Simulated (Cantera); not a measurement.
Charge: 1 mol Si3N4, 1.1 mol CO2, 120 mol N2, held at 975 K and 75.0 Torr.

Cantera equilibrium calculation (NASA polynomials, part measured and part estimated; ideal gas, pure solids and liquids). Candidate condensed phases: C, Si, SiC, SiO2, Si2N2O, Si3N4; 34 gas species. Equilibrium is a limit: real reactors are often held back by kinetics, nucleation or transport.

Base state: N2 0.999, CO 0.00101 (mole fractions); condensed: C(graphite) + SiO2(β-quartz) + Si2N2O(s).

Q: What changes in the equilibrium state with this change: CO2 from 1.1 to 0.014 mol?

A: 
```json
[
 {"species": "N2", "before": "0.999", "after": "1.00"},
 {"species": "CO", "before": "0.00101", "after": "<1e-9"},
 {"species": "C(graphite), mol", "before": "0.977", "after": "0.0140"},
 {"species": "SiO2(β-quartz), mol", "before": "0.385", "after": "0"},
 {"species": "Si2N2O(s), mol", "before": "1.31", "after": "0.0280"},
 {"species": "Si3N4(s), mol", "before": "0", "after": "0.981"}
]
```

Q: What changes in the equilibrium state with this change: CO2 from 1.1 to 3.4 mol?

A: 
| species | before | after |
|---|---|---|
| N2 | 0.999 | 0.993 |
| CO | 0.00101 | 0.00651 |
| C(graphite), mol | 0.977 | 2.60 |
| SiO2(β-quartz), mol | 0.385 | 3.00 |
| Si2N2O(s), mol | 1.31 | 0 |

Q: What changes in the equilibrium state with this change: Si3N4 replaced by Si?

A: 
```tsv
species	before	after
N2	0.999	0.998
CO	0.00101	0.00166
C(graphite), mol	0.977	0.900
SiO2(β-quartz), mol	0.385	1.00
Si2N2O(s), mol	1.31	0
```
